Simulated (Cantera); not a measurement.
Charge: 1 mol n-butane, 0.73 mol H₂, held at 2550 K and 10000 Pa.

Equilibrium computed with Cantera from the NASA thermochemical tables; the gas is ideal and each condensed phase is pure. Candidate condensed phases: C, C₆H₆, C₇H₈, C₈H₁₈; 76 gas species. The numbers say what is thermodynamically allowed, not how fast it happens.

Base state: H₂ 0.895, H 0.0933, C₂H₂ (acetylene) 0.0119, C₂H 9.88e-5, C₄H₂ 6.55e-5, CH₃ 2.06e-5, CH₄ 1.11e-5, C₂H₂ (vinylidene) 1.09e-5 (mole fractions); condensed: C(graphite).

Task: What changes in the equilibrium state with this change: temperature from 2550 K to 2623 K?

Result: 
| species | before | after |
|---|---|---|
| H₂ | 0.895 | 0.861 |
| H | 0.0933 | 0.124 |
| C₂H₂ (acetylene) | 0.0119 | 0.0153 |
| C₃ | 1.07e-5 | 3.07e-5 |
| C₂H | 9.88e-5 | 0.000201 |
| C(graphite), mol | 3.85 | 3.81 |

Task: What changes in the equilibrium state with this change: 0.052 mol NH₃ added?

Result: 
```json
[
 {"species": "H₂", "before": "0.895", "after": "0.889"},
 {"species": "H", "before": "0.0933", "after": "0.0930"},
 {"species": "C₂H₂ (acetylene)", "before": "0.0119", "after": "0.0118"},
 {"species": "HCN", "before": "0", "after": "0.00357"},
 {"species": "N₂", "before": "0", "after": "0.00223"},
 {"species": "HNC", "before": "0", "after": "0.000442"},
 {"species": "CN", "before": "0", "after": "2.31e-5"},
 {"species": "CH₄", "before": "1.11e-5", "after": "1.09e-5"},
 {"species": "C(graphite), mol", "before": "3.85", "after": "3.83"}
]
```

Task: What changes in the equilibrium state with this change: 0.3 mol O₂ added?

Result: 
```json
[
 {"species": "H₂", "before": "0.895", "after": "0.810"},
 {"species": "CO", "before": "0", "after": "0.0906"},
 {"species": "H", "before": "0.0933", "after": "0.0888"},
 {"species": "C₂H₂ (acetylene)", "before": "0.0119", "after": "0.0108"},
 {"species": "CH₄", "before": "1.11e-5", "after": "9.09e-6"},
 {"species": "CH₃", "before": "2.06e-5", "after": "1.77e-5"},
 {"species": "C₂H₂ (vinylidene)", "before": "1.09e-5", "after": "9.91e-6"},
 {"species": "C(graphite), mol", "before": "3.85", "after": "3.25"}
]
```
Further candidate phases: H₂O.
